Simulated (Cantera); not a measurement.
Input: 1 mol MgCO3, 4 mol O2, 0.61 mol H2O, 0.21 mol H2S, held at 1575 K and 101000 Pa.

Method: chemical equilibrium by Gibbs-energy minimisation in Cantera with the NASA 1993 tables (ideal gas, pure condensed phases). Candidate condensed phases: C, C6H6, C7H8, C8H18, H2O, H2SO4, Mg, MgCO3, MgO, Mg(OH)2, MgS, MgSO4, S; 130 gas species. Kinetics and transport are ignored.

What is the equilibrium state?


- x(O2) = 0.645
- x(CO2) = 0.175
- x(H2O) = 0.143
- x(SO2) = 0.0360
- x(SO3) = 0.000756
- x(OH) = 0.000230
- x(O) = 8.54e-6
- x(CO) = 3.09e-6
- n(MgO(s)) = 1.00 mol
- gas amount = 5.713 mol
- log10 activity of S(l) (absent) = -10.72
- log10 activity of C(graphite) (absent) = -13.71
- log10 activity of Mg(l) (absent) = -14.06
